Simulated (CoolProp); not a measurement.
Properties of sulfur hexafluoride along the isobar 2.5 MPa (Tc = 318.7 K, pc = 3.755 MPa, ω = 0.210).

Values from CoolProp's reference Helmholtz-energy equation of state, Guder 2009.

| T (K) | phase | density (kg/m³) | cp (kJ/(kg K)) | isothermal compressibility (1/MPa) | conductivity (mW/(m K)) | Prandtl number | fugacity coefficient |
|---|---|---|---|---|---|---|---|
| 310.5 | gas | 208.3 | 0.9978 | 0.6852 | 17.9 | 0.999 | 0.7608 |
| 320.3 | gas | 188.3 | 0.9135 | 0.5991 | 17.9 | 0.925 | 0.7857 |
| 330.1 | gas | 174.0 | 0.8756 | 0.5523 | 18.2 | 0.887 | 0.8070 |
| 339.9 | gas | 162.8 | 0.8568 | 0.5223 | 18.6 | 0.863 | 0.8256 |
| 349.7 | gas | 153.6 | 0.8476 | 0.5011 | 19.2 | 0.845 | 0.8419 |
| 359.5 | gas | 145.8 | 0.8438 | 0.4853 | 19.8 | 0.831 | 0.8564 |
| 369.3 | gas | 139.1 | 0.8433 | 0.4731 | 20.5 | 0.819 | 0.8694 |
| 379.1 | gas | 133.2 | 0.8450 | 0.4633 | 21.2 | 0.808 | 0.8810 |
| 388.9 | gas | 127.9 | 0.8480 | 0.4553 | 21.9 | 0.799 | 0.8914 |
| 398.7 | gas | 123.2 | 0.8519 | 0.4486 | 22.7 | 0.791 | 0.9009 |
| 408.5 | gas | 118.9 | 0.8564 | 0.4429 | 23.4 | 0.783 | 0.9094 |
| 418.4 | gas | 114.9 | 0.8613 | 0.4380 | 24.2 | 0.777 | 0.9173 |

Viscosity comes from a separate model (Quiñones-Cisneros 2012). Thermal conductivity comes from a separate model (Assael 2012).
